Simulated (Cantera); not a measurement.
**Equilibrium for halide evaporation, hydrolysis and transport: BaF2 + HF + H2**

A closed system holds: 1 mol BaF2, 0.3 mol HF, 15 mol H2, held at 1000 Pa.

Method: chemical equilibrium by Gibbs-energy minimisation in Cantera with the NASA 1993 tables (ideal gas, pure condensed phases). Candidate condensed phases: Ba, BaF2; 14 gas species. The numbers say what is thermodynamically allowed, not how fast it happens.

From 950 K to 1550 K the condensed part is BaF2(s). At 1650 K the condensed part is BaF2(l). From 1750 K to 2150 K nothing is condensed.

```tsv
T (K)	log p H2	log p BaF2	log p HF	log p H	log p BaF	n BaF2(s)	n BaF2(l)
950	-2.01	-12.09	-3.71	-10.26	<-14	1.00	0
1050	-2.01	-10.06	-3.71	-9.10	<-14	1.00	0
1150	-2.01	-8.41	-3.71	-8.13	-12.58	1.000	0
1250	-2.01	-7.04	-3.71	-7.32	-10.47	1.000	0
1350	-2.01	-5.90	-3.71	-6.63	-8.70	0.998	0
1450	-2.01	-4.94	-3.71	-6.03	-7.19	0.982	0
1550	-2.01	-4.11	-3.71	-5.51	-5.89	0.879	0
1650	-2.03	-3.40	-3.69	-5.06	-4.80	0	0.345
1750	-2.04	-3.25	-3.64	-4.65	-4.33	0	0
1850	-2.04	-3.28	-3.58	-4.29	-4.10	0	0
1950	-2.05	-3.32	-3.51	-3.96	-3.91	0	0
2050	-2.05	-3.37	-3.45	-3.67	-3.77	0	0
2150	-2.07	-3.43	-3.39	-3.41	-3.66	0	0
```
log p: log10 of the partial pressure in bar; n: condensed amount in mol.
